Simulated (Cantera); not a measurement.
Input: 1 mol Fe, 0.0033 mol H2S, 2.3 mol N2, 0.89 mol CO2, at 0.0160 bar.

Cantera equilibrium calculation (NASA polynomials, part measured and part estimated; ideal gas, pure solids and liquids). Candidate condensed phases: C, C6H6, C7H8, C8H18, Fe, Fe(CO)5, FeO, Fe(OH)2, Fe(OH)3, FeS, FeSO4, FeS2, Fe2O3, Fe2(SO4)3, Fe3O4, H2O, H2SO4, S; 154 gas species. Each liquid is taken as pure. Metal and sulfide melt together well below either melting point, which pure phases cannot show. Mutual solubility and eutectic melting of coexisting phases are not modelled. The tables' stoichiometric FeO is somewhat more stable than real wüstite, so its field is too wide. FeO, FeS: taken at fixed stoichiometry. Gases not in the tables: S3 to S7. Equilibrium is a limit: real reactors are often held back by kinetics, nucleation or transport.

Problem. Which condensed phases are stable at each of these points (T (°C)): 977, 1027, 1077, 1127, 1177, 1227, 1277, 1327, 1377, 1427, 1477, 1527, 1577, 1627?

Solution. 
```
T (°C)         condensed phases  Fe condensed (%)
------  -----------------------  ----------------
977     Fe(γ) + FeO(s) + FeS(s)             100.0
1027    Fe(γ) + FeO(s) + FeS(s)             100.0
1077    Fe(γ) + FeO(s) + FeS(s)             100.0
1127    Fe(γ) + FeO(s) + FeS(s)             100.0
1177             Fe(γ) + FeO(s)             100.0
1227             Fe(γ) + FeO(s)             100.0
1277             Fe(γ) + FeO(s)             100.0
1327             Fe(γ) + FeO(s)             100.0
1377             Fe(γ) + FeO(l)              99.9
1427             Fe(δ) + FeO(l)              99.9
1477             Fe(δ) + FeO(l)              99.7
1527             Fe(δ) + FeO(l)              99.4
1577             Fe(l) + FeO(l)              98.8
1627             Fe(l) + FeO(l)              97.7
```

From 977 °C to 1127 °C the condensed part is Fe(γ) + FeO(s) + FeS(s). From 1177 °C to 1327 °C the condensed part is Fe(γ) + FeO(s). At 1377 °C the condensed part is Fe(γ) + FeO(l). From 1427 °C to 1527 °C the condensed part is Fe(δ) + FeO(l). From 1577 °C to 1627 °C the condensed part is Fe(l) + FeO(l).
